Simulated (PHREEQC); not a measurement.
Solution (25 °C): 0.0035 mol/kgw K3PO4, 0.0025 mol/kgw KOH and 0.18 mol/kgw KCl. Closed to the air; pH follows from the charge balance.

All values are PHREEQC results (ion-association model, phreeqc.dat), not measurements.

This is a speciation only: nothing precipitates in the calculation.

### Question
What pH does the model give?

### Answer
pH 11.50.

### Question
In which forms is P present?

### Answer
HPO4-2 52 %, PO4-3 43 %, KHPO4- 5.5 % of the P.

Complexes and solids missing from the database can't appear.
